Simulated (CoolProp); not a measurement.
Vapour-liquid equilibrium of benzene (1) + m-xylene (2) at 23.35 °C; x and y are mole fractions of (1).

The numbers come from the multi-fluid Helmholtz-energy mixture model, Thol 2012 and Zhou 2012; pair parameters Bell 2016 in CoolProp.

```
x      bubble pressure (kPa)  y at the bubble point  dew pressure at overall composition x (kPa)  liquid density (mol/L)
-----  ---------------------  ---------------------  -------------------------------------------  ----------------------
0.05                   1.583                  0.390                                        1.064                   8.230
0.125                  2.414                  0.631                                        1.147                   8.413
0.2                    3.225                  0.747                                        1.244                   8.602
0.275                  4.024                  0.815                                        1.358                   8.799
0.35                   4.816                  0.861                                        1.497                   9.004
0.425                  5.606                  0.894                                        1.666                   9.218
0.5                      ___                  0.919                                        1.878                   9.440
0.575                  7.190                  0.938                                        2.152                   9.672
0.65                   7.988                  0.954                                          ___                   9.915
0.725                  8.790                    ___                                        3.035                   10.17
0.8                    9.596                  0.978                                        3.815                   10.43
0.875                  10.41                  0.987                                        5.124                   10.71
0.95                   11.22                  0.995                                          ___                   11.00
```

Problem. Complete the blanks.

Solution. 
- 0.5, bubble pressure (kPa): 6.396
- 0.65, dew pressure at overall composition x (kPa): 2.519
- 0.725, y at the bubble point: 0.967
- 0.95, dew pressure at overall composition x (kPa): 7.759

No azeotrope shows between x = 0.05 and 0.95.

The pair parameters rest on a limited set of measurements; away from them the model extrapolates.
